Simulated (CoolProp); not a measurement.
Properties of diethyl ether along the isotherm 274.85 °C (Tc = 194.7 °C, pc = 37.17 bar, ω = 0.282).

Model: reference Helmholtz-energy equation of state, Thol 2014, in CoolProp.

| p (bar) | phase | density (kg/m³) | cp (kJ/(kg K)) | expansivity (1/kK) |
|---|---|---|---|---|
| 6.97 | gas | 11.77 | 2.409 | 2.095 |
| 13.9 | gas | [?] | 2.452 | 2.427 |
| 20.9 | gas | 38.49 | [?] | 2.843 |
| 27.9 | gas | 54.02 | [?] | 3.365 |
| 34.8 | gas | 71.14 | 2.658 | 4.009 |
| 41.8 | supercritical | 90.75 | 2.765 | 4.819 |
| 48.8 | supercritical | 113.0 | [?] | 5.795 |
| 55.8 | supercritical | 138.2 | 3.052 | 6.904 |

Task: Fill in the missing entries.

Result: 
- 13.9, density (kg/m³): 24.46
- 20.9, cp (kJ/(kg K)): 2.506
- 27.9, cp (kJ/(kg K)): 2.573
- 48.8, cp (kJ/(kg K)): 2.896
